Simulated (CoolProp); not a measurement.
Vapour-liquid equilibrium of R143a (1) + dimethyl ether (2) at 292.8 K; x and y are mole fractions of (1).

Values from CoolProp's multi-fluid Helmholtz-energy mixture model, Lemmon and Jacobsen 2000 and Wu 2011; pair parameters Bell 2016.

```csv
x,bubble pressure (bar),y at the bubble point,dew pressure at overall composition x (bar),liquid density (mol/L)
0.05,(withheld),0.103,(withheld),14.37
0.2,(withheld),0.341,5.751,13.87
0.35,7.277,0.515,6.405,13.37
0.5,(withheld),0.652,7.191,12.89
0.65,(withheld),0.769,(withheld),(withheld)
0.8,9.827,(withheld),9.237,11.95
0.95,10.67,0.969,10.50,11.48
```

Some entries are withheld; supply them.


- 0.05, bubble pressure (bar): 5.386
- 0.05, dew pressure at overall composition x (bar): 5.204
- 0.2, bubble pressure (bar): 6.363
- 0.5, bubble pressure (bar): 8.147
- 0.65, bubble pressure (bar): 8.992
- 0.65, dew pressure at overall composition x (bar): 8.131
- 0.65, liquid density (mol/L): 12.41
- 0.8, y at the bubble point: 0.872

No azeotrope shows between x = 0.05 and 0.95.

Pair parameters are fitted to limited data, so mixtures are less certain than the pure fluids.
